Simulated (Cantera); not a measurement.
**Moist CO burnout**

A perfectly stirred reactor is fed with 0.347 % CO, 3.28 % O₂, 0.0260 % H₂O, 96.4 % N₂, at 10.0 bar; it is held at 1498 K, and followed from long to short residence time.

Computed with Cantera and GRI-Mech 3.0 (53 species, 325 reactions).

| τ (s) | x CO | x O₂ | x H₂O | x NO | x OH | x H₂O₂ |
|---|---|---|---|---|---|---|
| 1.8 | 1.82e-5 | 0.0311 | 0.000259 | 5.89e-6 | 3.56e-6 | 2.03e-10 |
| 0.82 | 3.32e-5 | 0.0311 | 0.000258 | 5.90e-6 | 4.25e-6 | 2.93e-10 |
| 0.38 | 5.98e-5 | 0.0311 | 0.000258 | 5.98e-6 | 5.02e-6 | 4.18e-10 |
| 0.18 | 0.000106 | 0.0311 | 0.000257 | 6.06e-6 | 5.86e-6 | 5.96e-10 |
| 0.082 | 0.000192 | 0.0312 | 0.000257 | 6.00e-6 | 6.86e-6 | 8.77e-10 |
| 0.038 | 0.000337 | 0.0312 | 0.000256 | 5.63e-6 | 7.96e-6 | 1.30e-9 |
| 0.018 | 0.000567 | 0.0313 | 0.000255 | 4.85e-6 | 9.14e-6 | 1.93e-9 |
| 0.0083 | 0.000929 | 0.0315 | 0.000254 | 3.63e-6 | 1.04e-5 | 2.86e-9 |
| 0.0038 | 0.00143 | 0.0317 | 0.000253 | 2.24e-6 | 1.17e-5 | 4.03e-9 |
x: mole fraction; the columns are a selection and need not sum to one.
